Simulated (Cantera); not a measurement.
# CH3SiCl3 + C2H4 + H2 (silicon carbide growth)

Charge: 1 mol CH3SiCl3, 0.15 mol C2H4, 130 mol H2, equilibrated at 1.00 Torr.

Method: chemical equilibrium by Gibbs-energy minimisation in Cantera with the NASA 1993 tables (ideal gas, pure condensed phases). Candidate condensed phases: C, C6H6, C7H8, C8H18, Si, SiC; 109 gas species. The feed counts by its element totals alone. The tables' values for SiCl are old estimates; treat these amounts as uncertain. Equilibrium is a limit: real reactors are often held back by kinetics, nucleation or transport.

```
T (K)   x H2       x H   x HCl      x Si      x Cl  x C2H2 (acetylene)  n C(graphite)  n SiC(s)
-----  -----  --------  ------  --------  --------  ------------------  -------------  --------
1523   0.977  0.000626  0.0225   1.08e-7   1.15e-5             1.15e-5          0.298     0.998
1573   0.976   0.00110  0.0224   3.94e-7   2.01e-5             2.02e-5          0.297     0.998
1623   0.976   0.00187  0.0224   1.33e-6   3.38e-5             3.40e-5          0.294     0.997
1673   0.974   0.00308  0.0224   4.19e-6   5.52e-5             5.55e-5          0.289     0.996
1723   0.973   0.00493  0.0223   1.23e-5   8.75e-5             8.80e-5          0.282     0.994
1773   0.970   0.00767  0.0222   3.39e-5  0.000135            0.000136          0.273     0.990
1823   0.966    0.0117  0.0221   8.86e-5  0.000203            0.000204          0.264     0.981
1873   0.960    0.0173  0.0219  0.000220  0.000299            0.000300          0.257     0.960
1923   0.952    0.0252  0.0217  0.000519  0.000431            0.000430          0.265     0.913
1973   0.940    0.0358  0.0213   0.00117  0.000607            0.000602          0.311     0.810
2023   0.925    0.0500  0.0208   0.00255  0.000838            0.000826          0.442     0.588
```
x: gas mole fraction; n: condensed amount in mol.

From 1523 K to 2023 K the condensed part is C(graphite) + SiC(s). The main Si-bearing gas is SiCl2 at 1523 K and Si at 2023 K.
